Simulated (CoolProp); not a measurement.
The fluid at 298.15 K and 14.9 MPa is throttled through a valve to 5.93 MPa with no heat exchange. The same conditions are run with several fluids, on thermodynamics alone (safety and materials aside).

Values from CoolProp's reference Helmholtz-energy equation of state of each fluid (nitrous oxide: Lemmon 2006; hydrogen chloride: Thol 2018; C3F8 (R218): Lemmon 2006; tetrahydrofuran: Fiedler 2023; R245fa: Akasaka 2015).

Q: Rank nitrous oxide, hydrogen chloride, C3F8 (R218), tetrahydrofuran, R245fa by temperature change (K), highest first.

A: tetrahydrofuran (+3.8), R245fa (+2.4), C3F8 (R218) (+1.0), hydrogen chloride (-2.9), nitrous oxide (-5.2)

| fluid | final density (kg/m³) |
|---|---|
| nitrous oxide | 803 |
| hydrogen chloride | 841 |
| C3F8 (R218) | 1390 |
| tetrahydrofuran | 883 |
| R245fa | 1350 |
